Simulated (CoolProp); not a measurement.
Saturation properties of tetrahydrofuran.

Model: reference Helmholtz-energy equation of state, Fiedler 2023, in CoolProp.

| T (K) | p (bar) | liquid density (kg/m³) | vapour density (kg/m³) | enthalpy of vaporisation (kJ/kg) | liquid cp (kJ/(kg K)) |
|---|---|---|---|---|---|
| 373.4 | 2.742 | 794.6 | 6.765 | 389.4 | 2.034 |
| 378.3 | 3.108 | 788.5 | 7.615 | 385.3 | 2.057 |
| 383.3 | 3.519 | 782.2 | 8.565 | 381.0 | 2.080 |
| 388.3 | 3.969 | 775.8 | 9.604 | 376.6 | 2.104 |
| 393.3 | 4.463 | 769.3 | 10.74 | 372.2 | 2.128 |
| 398.2 | 4.990 | 762.9 | 11.95 | ___ | 2.152 |
| 403.2 | 5.574 | 756.2 | 13.30 | 363.0 | 2.177 |
| 408.2 | 6.209 | 749.5 | ___ | 358.2 | 2.203 |
| 413.2 | 6.896 | 742.6 | ___ | 353.2 | 2.229 |
| 418.2 | 7.639 | 735.6 | 18.08 | 348.1 | 2.256 |
| 423.1 | 8.424 | 728.6 | 19.91 | 343.0 | 2.283 |
| 428.1 | 9.284 | 721.4 | 21.93 | 337.6 | 2.311 |
| 433.1 | 10.21 | 714.0 | 24.12 | 332.1 | 2.341 |

Some entries are withheld; supply them.


- 398.2, enthalpy of vaporisation (kJ/kg): 367.7
- 408.2, vapour density (kg/m³): 14.76
- 413.2, vapour density (kg/m³): 16.35

It boils at 339.1 K under 1 atm.
